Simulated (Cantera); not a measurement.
A Cantera script and what it prints.

```python
import numpy as np
import cantera as ct

gas_names = """
    CL CL2 H HCL H2
""".split()
cond_names = """

""".split()


# ... load() reads the species with a 1 bar reference pressure and builds the phases ...
atoms = {
    'HCl': {'H': 1, 'CL': 1},
    'H2': {'H': 2},
}
top_T = {}  # K; cautious upper limits of use, not melting points


# ... equilibrate(T, P, feed) seeds the gas with the atoms and calls Mixture.equilibrate('TP', solver="vcs", rtol=1e-11, max_steps=5000) ...
results = []
feed = {'HCl': 1, 'H2': 0.041}  # mol
P = 7700000  # Pa
for T in [898, 1098, 1298, 1498, 1698, 1898, 2098, 2298, 2498, 2698, 2898, 3098, 3298, 3498]:
    mix = equilibrate(T, P, feed)
    results.append((T, P, feed, dict(zip(mix.species_names, mix.species_moles))))

top = {s: max(r[3][s] / sum(r[3][g] for g in gas_names) for r in results) for s in gas_names}
cols = sorted((s for s in top if top[s] > 0.0001), key=lambda s: -top[s])[:8]
seen = [c for c in cond_names if any(r[3].get(c, 0) > 1e-12 for r in results)]
print("log10 of partial pressures in bar; condensed amounts in mol")
print(f"{'T/K':>10s}" + "".join(f"{s[:9]:>10s}" for s in cols + seen))
for T, P, feed, n in results:
    ng = sum(n[g] for g in gas_names)
    print(f"{T:10.4g}" + "".join(f"{np.log10(max(n[s] / ng * P / 1e5, 1e-99)):10.3f}" for s in cols)
          + "".join(f"{n.get(c, 0):10.4g}" for c in seen))
```

It prints:

```
log10 of partial pressures in bar; condensed amounts in mol
       T/K       HCL        CL        H2         H       CL2
       898     1.869    -8.343     0.482    -9.720    -8.391
      1098     1.869    -6.026     0.482    -7.366    -6.392
      1298     1.869    -4.416     0.482    -5.729    -5.003
      1498     1.869    -3.230     0.482    -4.524    -3.982
      1698     1.869    -2.321     0.482    -3.599    -3.200
      1898     1.869    -1.602     0.484    -2.865    -2.584
      2098     1.868    -1.021     0.489    -2.267    -2.089
      2298     1.866    -0.546     0.503    -1.767    -1.692
      2498     1.862    -0.157     0.530    -1.339    -1.378
      2698     1.855     0.162     0.574    -0.962    -1.138
      2898     1.843     0.421     0.632    -0.626    -0.962
      3098     1.827     0.633     0.699    -0.326    -0.837
      3298     1.804     0.807     0.766    -0.057    -0.751
      3498     1.775     0.952     0.829     0.184    -0.695
```

Method: chemical equilibrium by Gibbs-energy minimisation in Cantera with the NASA 1993 tables (ideal gas, pure condensed phases). The ideal-gas law is rough above about 30 bar.
